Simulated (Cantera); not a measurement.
# Ignition delay

Mixture: CH₄ : H₂ : O₂ : N₂ = 1 : 0.26 : 5.2 : 19.5 (molar parts), equivalence ratio 0.41, at 2.66 atm, adiabatic and at constant pressure. Ignition delay is the time to a rise of 400 K.

Cantera simulation using GRI-Mech 3.0 (53 species, 325 reactions); the numbers are that mechanism's predictions, not measurements. Below about 1000 K GRI-Mech 3.0 lacks low-temperature oxidation paths.

```csv
T0 (K),delay (ms)
950,112
1050,9.95
1150,2.82
1250,1.10
1350,0.469
1450,0.217
1550,0.110
1650,0.0610
1750,0.0360
1850,0.0225
```

```json
{
 "apparent activation energy between 1650 and 1850 K": "130 kJ/mol"
}
```
